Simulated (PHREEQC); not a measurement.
Dissolve 160 mmol/kgw Li2SO4 at 20 °C. Closed to the air; pH follows from the charge balance.

All values are PHREEQC results (ion-association model, phreeqc.dat), not measurements.

```yaml
ionic_strength: 0.408 mol/kgw
activity_of_water: 0.992
density: 1.014 g/cm³
```

```csv
species,molality,activity,log γ
Li+,0.284,0.204,-0.143
SO4-2,0.124,0.0279,-0.648
LiSO4-,0.0358,0.0249,-0.158
OH-,2.20e-7,1.43e-7,-0.186
HSO4-,1.58e-7,1.16e-7,-0.135
H+,6.15e-8,4.75e-8,-0.112
```

This is a speciation only: nothing precipitates in the calculation. Complexes and solids missing from the database can't appear.
